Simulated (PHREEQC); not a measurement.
Model water analysis in mmol/kgw, 50 °C, pH 3.87, pe 8.9:

| constituent | mmol/kgw |
|---|---|
| Na | 18.6 |
| K | 3 |
| Ca | 5.37 |
| Mg | 15.1 |
| Cl | 7.65 |
| S(6) | 26.5 |
| Mn(2) | 0.00825 |
| Fe(3) | 0.142 |

Na is adjusted to close the charge balance.
Valence states are taken as typed.

Model: ion-association model, phreeqc.dat, run in PHREEQC.

No solid was allowed to form.

Task: Predict the ionic strength, density, specific conductance.

Result: ionic strength 0.0655 mol/kgw; density 0.992 g/cm³; specific conductance 6580 µS/cm.

Task: In which forms is K present?

Result: K+ 94 %, KSO4- 6.1 % of the K.

The solution is supersaturated, for example in Jarosite-K, Hematite (slow to form), so a real one may precipitate; this is no full list. Away from 25 °C the constants follow the database's enthalpies or fits; those with neither stay at their 25 °C values.
